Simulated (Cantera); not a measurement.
A perfectly stirred reactor is fed with NO : N₂ = 1 : 0.6 (molar parts), at 1.00 bar; it is held at 2200 K, and followed from long to short residence time.

Cantera simulation using GRI-Mech 3.0 (53 species, 325 reactions); the numbers are that mechanism's predictions, not measurements.

Predict: x(NO) at τ = 26.0 s; x(O) at τ = 26.0 s; x(N₂) at τ = 26.0 s; x(NO₂) at τ = 26.0 s; x(N₂O) at τ = 26.0 s; x(NO) at τ = 0.170 s; x(O) at τ = 0.170 s; x(N₂) at τ = 0.170 s; x(NO₂) at τ = 0.170 s; x(N₂O) at τ = 0.170 s.


```
Property                  Value
---------------------  --------
x(NO) at τ = 26.0 s      0.0186
x(O) at τ = 26.0 s      0.00150
x(N₂) at τ = 26.0 s       0.678
x(NO₂) at τ = 26.0 s    2.84e-5
x(N₂O) at τ = 26.0 s    7.92e-7
x(NO) at τ = 0.170 s      0.238
x(O) at τ = 0.170 s     0.00122
x(N₂) at τ = 0.170 s      0.568
x(NO₂) at τ = 0.170 s  0.000291
x(N₂O) at τ = 0.170 s   2.58e-5
```
